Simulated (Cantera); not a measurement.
An isothermal, constant-pressure homogeneous reactor starts with CH3OH : O2 : N2 = 0.012 : 0.0024 : 1 (molar parts), at 1098 K and 14.0 bar.

Computed with Cantera and GRI-Mech 3.0 (53 species, 325 reactions). GRI-Mech 3.0 was tuned for natural gas; its chemistry of methanol as a main component is partial and can be far from experiment. The pressure lies above the range GRI-Mech 3.0 was tuned for (to about 10 atm).

One state of this run: x CH3OH = 0.000464; x O2 = 6.74e-9; x H2O2 = 1.38e-11; x NO2 = <1e-12; x HCO = 1.61e-9; x CO = 0.0105; x C2H4 = 1.06e-6. x: mole fraction; the columns are a selection and need not sum to one.

Task: Which value of t (s) does it belong to?
A) 20.0
B) 0.00911
C) 9.00e-5
D) 0.0424

Result: D, 0.0424
